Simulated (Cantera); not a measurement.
Equilibrium for tantalum, niobium, vanadium and zirconium in process gases: Zr + H2O + H2

A closed system holds: 1 mol Zr, a varied amount of H2O, 9.4 mol H2, equilibrated at 0.190 Pa.

Method: chemical equilibrium by Gibbs-energy minimisation in Cantera with the NASA 1993 tables (ideal gas, pure condensed phases). Candidate condensed phases: H2O, Zr, ZrO2; 12 gas species. Rates play no part.

Stable condensed phases:

```
T in K \ n(H2O) in mol
         1.5   2 2.7 3.6 4.8 6.4 8.6  11  15  21  27
   2575    A   A   A   A   A   A   A   A   A   A   A
   2550    A   A   A   A   A   A   A   A   A   A   A
   2525    A   A   A   A   A   A   A   A   A   A   A
   2500    A   A   A   A   A   A   A   A   A   A   A
   2475    A   A   A   A   A   A   A   A   A   A   A
   2450    A   A   A   A   A   A   A   A   A   A   A
   2425    A   A   A   A   A   A   A   A   A   A   A
   2400    A   A   A   A   A   A   A   A   A   A   A
   2375    A   A   A   A   A   A   A   A   A   A   A
   2350    A   A   B   B   B   B   A   A   A   A   A
   2325    A   B   B   B   B   B   B   B   B   A   A
```

A: gas only; B: ZrO2.
